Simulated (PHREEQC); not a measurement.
**Spent oxide etchant (model solution)**

A solution holds 43 mmol/kgw NH4HF2, 66 mmol/kgw (NH4)2SiF6, 0.11 mmol/kgw H3BO3 and 91 mmol/kgw HCl, at 70 °C. Closed to the air; pH follows from the charge balance.

All values are PHREEQC results (ion-association model, wateq4f.dat), not measurements.

- pH: 1.42
- ionic strength: 0.290 mol/kgw
- activity of water: 0.992
- total alkalinity: -398 meq/kg

| species | molality | activity | log γ |
|---|---|---|---|
| NH4+ | 0.175 | 0.125 | -0.147 |
| Cl- | 0.0910 | 0.0602 | -0.180 |
| HF | 0.0781 | 0.0835 | 0.029 |
| SiF6-2 | 0.0660 | 0.0154 | -0.631 |
| H+ | 0.0494 | 0.0379 | -0.114 |
| H2F2 | 0.00295 | 0.00315 | 0.029 |
| F- | 0.000933 | 0.000611 | -0.184 |
| HF2- | 0.000341 | 0.000223 | -0.184 |

Precipitation was switched off in this run. At this temperature some constants are extrapolated from 25 °C, and those without enthalpy data are left unchanged. SiF6-2 is the database's only silicon fluoride. Real BF4- forms and hydrolyses slowly; the run takes it at equilibrium.
